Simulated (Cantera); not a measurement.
# Thermodynamics of titanium nitride, carbide and oxide coatings, feed Ti + H2O

Charge: 1 mol Ti, 18 mol H2O, held at 827 °C and 1.33 mbar.

These are equilibrium values from Cantera (NASA tables, ideal gas, pure condensed phases), not measurements of a reactor. Candidate condensed phases: H2O, Ti, TiO, TiO2, Ti2O3, Ti3O5, Ti4O7; 12 gas species. The numbers say what is thermodynamically allowed, not how fast it happens.

```
Property                                Result
-----------------------------------  ---------
x(H2O)                                   0.889
x(H2)                                    0.111
n(TiO2(rutile))                       1.00 mol
gas amount                           18.00 mol
log10 activity of Ti4O7(s) (absent)      -4.40
log10 activity of Ti3O5(s) (absent)      -4.63
log10 activity of Ti2O3(s) (absent)      -5.03
```
